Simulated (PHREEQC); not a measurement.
A solution holds 0.0016 mol Cs2SO4 and 0.00096 mol Na2SiO3 per kg of water, at 25 °C. Closed to the air; pH follows from the charge balance.

Model: ion-association model, wateq4f.dat, run in PHREEQC.

Precipitation was switched off in this run.

Q: Order these Si species by the share of Si that they hold, largest first: H3SiO4-, H2SiO4-2, H4SiO4.

A: H3SiO4- (93 %), H4SiO4 (6.2 %), H2SiO4-2 (0.75 %)

The pH is 10.97 and the ionic strength 0.00671 mol/kgw. Complexes and solids missing from the database can't appear.
